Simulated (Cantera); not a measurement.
Feed: 1 mol AlCl₃, 0.31 mol H₂O, 210 mol H₂, held at 0.670 bar.

Equilibrium computed with Cantera from the NASA thermochemical tables; the gas is ideal and each condensed phase is pure. Candidate condensed phases: Al, AlCl₃, Al₂O₃, H₂O; 29 gas species. Condensed phases not in the tables: AlOCl. The numbers say what is thermodynamically allowed, not how fast it happens. All values below are at 848 K.

Base state: H₂ 0.993, AlCl₃ 0.00373, HCl 0.00293, Al₂Cl₆ 1.14e-5 (mole fractions); condensed: Al₂O₃(s).

### Question
What changes in the equilibrium state with this change: H₂O from 0.31 to 0.65 mol?

### Answer
| species | before | after |
|---|---|---|
| H₂ | 0.993 | 0.991 |
| HCl | 0.00293 | 0.00614 |
| AlCl₃ | 0.00373 | 0.00266 |
| Al₂Cl₆ | 1.14e-5 | 5.81e-6 |
| Al₂O₃(s), mol | 0.103 | 0.217 |

### Question
What changes in the equilibrium state with this change: H₂O from 0.31 to 3.8 mol?

### Answer
| species | before | after |
|---|---|---|
| H₂ | 0.993 | 0.975 |
| HCl | 0.00293 | 0.0139 |
| H₂O | <1e-9 | 0.0107 |
| AlCl₃ | 0.00373 | <1e-9 |
| Al₂Cl₆ | 1.14e-5 | <1e-9 |
| Al₂O₃(s), mol | 0.103 | 0.500 |
